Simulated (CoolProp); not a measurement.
Properties of the fluoroketone C6F12O (FK-5-1-12) at several states.

Model: reference Helmholtz-energy equation of state, McLinden 2015, in CoolProp.

```tsv
T (°C)	p (MPa)	phase	Z	speed of sound (m/s)	isothermal compressibility (1/MPa)
36.75	0.286	liquid	0.02238	468.9	0.003608
174.05	0.275	gas	0.9495	104.7	3.836
164.15	5.5	liquid	0.4136	211.4	0.02406
-87.35	0.406	liquid	0.04340	876.4	0.0008515
-21.75	1.17	liquid	0.1017	660.8	0.001640
169.95	0.0825	gas	0.9846	107.8	12.31
```
